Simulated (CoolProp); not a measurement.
A simple Rankine cycle with R236EA: condensing at 310.15 K, boiler at 1.19 MPa, turbine inlet 411 K, turbine efficiency 0.75, pump efficiency 0.6, no recuperator. Each further row changes one setting.

Model: reference Helmholtz-energy equation of state, Rui 2013, in CoolProp.

| case | thermal efficiency (%) | net work (kJ/kg) | heat in (kJ/kg) | turbine exit temperature (K) | volume ratio over the turbine |
|---|---|---|---|---|---|
| as stated | 8.0 | 19.0 | 238 | 382.7 | 3.99 |
| condensing temperature 302.15 K | 9.2 | 22.8 | 248 | 378.0 | 5.17 |
| boiler pressure 0.833 MPa | 6.1 | 14.7 | 242 | 391.1 | 2.73 |
| turbine efficiency 0.65 | 6.9 | 16.3 | 238 | 385.4 | 4.02 |
